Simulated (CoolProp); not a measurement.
Vapour-liquid equilibrium of CH2F2 (R32) (1) + R236FA (2) at 0.0294 MPa; x and y are mole fractions of (1).

Values from CoolProp's multi-fluid Helmholtz-energy mixture model, Tillner-Roth 1997 and Pan 2012; pair parameters Bell 2016.

```
x     bubble temperature, mixture model (°C)  bubble temperature, Raoult's law (°C)  y, mixture model  y, Raoult's law
----  --------------------------------------  -------------------------------------  ----------------  ---------------
0.05                                   -35.4                                  -35.2             0.374            0.373
0.2                                    -50.7                                  -49.2             0.795            0.779
0.35                                   -59.0                                  -57.3             0.907            0.898
0.5                                    -64.1                                  -62.7             0.950            0.948
0.65                                   -67.5                                  -66.7             0.972            0.974
0.8                                    -70.2                                  -69.9             0.986            0.988
0.95                                   -72.5                                  -72.5             0.997            0.998
```

The largest gap from Raoult's law is -1.7 K in bubble temperature, at x = 0.35. No azeotrope shows between x = 0.05 and 0.95.

The pair parameters rest on a limited set of measurements; away from them the model extrapolates.
